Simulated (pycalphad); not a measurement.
## Effect of Si content in Cu-Si

Computed with pycalphad from the COST 507 light-alloy database (1999), at 1 atm. These are 1990s assessments: newer ones move some temperatures and phases. Amounts are mole fractions of atoms.

```json
[
 {"alloy": "Cu-2.04Si (wt.%)", "liquidus (K)": "1314", "first solid": "fcc", "solidus (K)": "1266", "phases at 800 K": "fcc 1.00"},
 {"alloy": "Cu-4.188Si (wt.%)", "liquidus (K)": "1250", "first solid": "fcc", "solidus (K)": "1171", "phases at 800 K": "fcc 1.00, CU56SI11_GAMMA under 0.01"},
 {"alloy": "Cu-6.453Si (wt.%)", "liquidus (K)": "1166", "first solid": "fcc", "solidus (K)": "1125", "phases at 800 K": "CU56SI11_GAMMA 0.61, fcc 0.39"},
 {"alloy": "Cu-8.844Si (wt.%)", "liquidus (K)": "1101", "first solid": "bcc", "solidus (K)": "1089", "phases at 800 K": "CU56SI11_GAMMA 0.56, CU4SI_EPSILON 0.44"},
 {"alloy": "Cu-34.16Si (wt.%)", "liquidus (K)": "1374", "first solid": "diamond (Si)", "solidus (K)": "1074", "phases at 800 K": "CU19SI6_ETA 0.61, diamond (Si) 0.39"},
 {"alloy": "Cu-53.19Si (wt.%)", "liquidus (K)": "1508", "first solid": "diamond (Si)", "solidus (K)": "1074", "phases at 800 K": "diamond (Si) 0.63, CU19SI6_ETA 0.37"}
]
```

Database names, with the compositions (at.%) that they take in these runs: CU56SI11_GAMMA: Cu 84 Si 16; CU19SI6_ETA: Cu 76 Si 24; CU4SI_EPSILON: Cu 80 Si 20.
